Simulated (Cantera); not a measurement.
## Ignition delay

Mixture: 3.54 % CH₄, 0.127 % C₂H₆, 0.219 % C₃H₈, 17.6 % O₂, 66.2 % N₂, 12.4 % H₂O, at 4.60 bar, adiabatic and at constant pressure. Ignition delay is the time to a rise of 400 K.

Computed with Cantera and GRI-Mech 3.0 (53 species, 325 reactions).

| T0 (K) | delay (ms) |
|---|---|
| 1175 | 4.51 |
| 1225 | 2.25 |
| 1275 | 1.16 |
| 1325 | 0.612 |
| 1375 | 0.336 |
| 1425 | 0.191 |
| 1475 | 0.113 |
| 1525 | 0.0700 |
| 1575 | 0.0451 |

- apparent activation energy between 1475 and 1575 K: 180 kJ/mol
